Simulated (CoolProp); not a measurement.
Isobutene along the isobar 284 kPa: fugacity coefficient from the reference equation and from simpler models built on Tc = 418.1 K, pc = 4016 kPa, ω = 0.193; each cubic takes its own stable root.

The numbers come from the reference Helmholtz-energy equation of state, Lemmon 2005 in CoolProp. It is a short technical equation, of lower accuracy than the large ones.

```
T (K)  phase  reference
-----  -----  ---------
337.9    gas     0.9507
364.4    gas     0.9617
391      gas     0.9696
417.5    gas     0.9755
444      gas     0.9799
470.5    gas     0.9834
497      gas     0.9862
523.5    gas     0.9884
550      gas     0.9903
```

Q: How far does each simpler model (Redlich-Kwong, Soave-Redlich-Kwong) lie from the reference over these 9 states: mean and median of the absolute difference, and the worst?

A: 
- Redlich-Kwong: mean 0.1 %, median 0.1 %, worst +0.6 % at 337.9 K and 284 kPa
- Soave-Redlich-Kwong: mean 0.1 %, median 0.1 %, worst +0.3 % at 337.9 K and 284 kPa
